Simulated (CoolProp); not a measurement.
Hydrogen chloride along the isobar 29300 kPa: density (kg/m³) from the reference equation and from simpler models built on Tc = 324.7 K, pc = 8314 kPa, ω = 0.130; each cubic takes its own stable root.

Model: reference Helmholtz-energy equation of state, Thol 2018, in CoolProp.

| T (K) | phase | reference | van der Waals | Redlich-Kwong | Soave-Redlich-Kwong |
|---|---|---|---|---|---|
| 267.2 | liquid | ___ | 657.7 | 895.7 | 905.5 |
| 274.5 | liquid | 1016 | 649.2 | 877.4 | 886.6 |
| 281.9 | liquid | 996.2 | 640.4 | 858.3 | 866.8 |
| 289.2 | liquid | 976.0 | 631.5 | 839.0 | ___ |
| 296.5 | liquid | 955.2 | 622.5 | 819.3 | 825.9 |
| 303.9 | liquid | 933.5 | 613.2 | 798.9 | 804.1 |
| 311.2 | liquid | 911.4 | 603.8 | 778.3 | 781.9 |
| 318.5 | liquid | 888.5 | 594.3 | 757.3 | ___ |
| 325.9 | supercritical | 864.6 | 584.4 | 735.5 | 735.2 |
| 333.2 | supercritical | 840.0 | 574.5 | 713.7 | 711.0 |

Task: Some entries are withheld; supply them.

Result: 
- 267.2, reference: 1035
- 289.2, Soave-Redlich-Kwong: 846.7
- 318.5, Soave-Redlich-Kwong: 759.0
